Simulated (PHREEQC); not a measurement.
Solution (25 °C): 0.027 mol/kgw NH4HF2, 0.0033 mol/kgw (NH4)2SiF6 and 0.058 mol/kgw H2SO4. Closed to the air; pH follows from the charge balance.

Computed with PHREEQC (ion-association model, wateq4f.dat).

```
quantity             before   after
-------------------  ------  ------
pH                     1.36    1.09
HF (mol/kgw)         0.0430  0.0432
HSO4- (mol/kgw)      0.0370  0.0436
NH4+ (mol/kgw)       0.0309  0.0319
SO4-2 (mol/kgw)      0.0184  0.0127
SI of Quartz (SiO2)   -4.64   -4.20
```

Q: What was changed between the two runs?
A. NH4HF2 replaced by (CH3)4NF at the same molality
B. (NH4)2SiF6 from 0.0033 to 0.00033 mol/kgw
C. temperature from 25 to 75 °C
D. diluted 5-fold with water
E. 0.054 mol/kgw HCl added

A: E, 0.054 mol/kgw HCl added

No solid was allowed to form. wateq4f.dat counts part of the HF as a dimer, H2F2, which phreeqc.dat doesn't know; its constant is uncertain. SiF6-2 is the database's only silicon fluoride.
